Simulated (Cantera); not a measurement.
Input: 1 mol NF3, 0.035 mol O2, 1.7 mol N2, held at 500 Pa.

Cantera equilibrium calculation (NASA polynomials, part measured and part estimated; ideal gas, pure solids and liquids). Equilibrium is a limit: real reactors are often held back by kinetics, nucleation or transport.

x: gas mole fraction; nothing condenses.

| T (K) | x F | x N2 | x O | x O2 | x NO |
|---|---|---|---|---|---|
| 2048 | 0.573 | 0.420 | 0.00102 | 0.00565 | 0.00104 |
| 2198 | 0.572 | 0.419 | (withheld) | (withheld) | (withheld) |
| 2348 | 0.572 | 0.418 | (withheld) | (withheld) | 0.00157 |
| 2498 | 0.571 | 0.418 | 0.00839 | 0.00171 | 0.00151 |
| 2648 | 0.570 | 0.417 | 0.0107 | 0.000687 | 0.00122 |
| 2798 | 0.570 | 0.417 | 0.0119 | 0.000244 | 0.000909 |
| 2948 | 0.569 | 0.417 | 0.0125 | 8.69e-5 | 0.000663 |
| 3098 | 0.569 | 0.417 | 0.0127 | 3.30e-5 | 0.000488 |
| 3248 | 0.569 | 0.417 | 0.0129 | 1.34e-5 | 0.000367 |
| 3398 | 0.569 | 0.417 | 0.0130 | 5.89e-6 | 0.000281 |

Complete the blanks.


- 2198, x O: 0.00259
- 2198, x O2: 0.00470
- 2198, x NO: 0.00137
- 2348, x O: 0.00526
- 2348, x O2: 0.00325
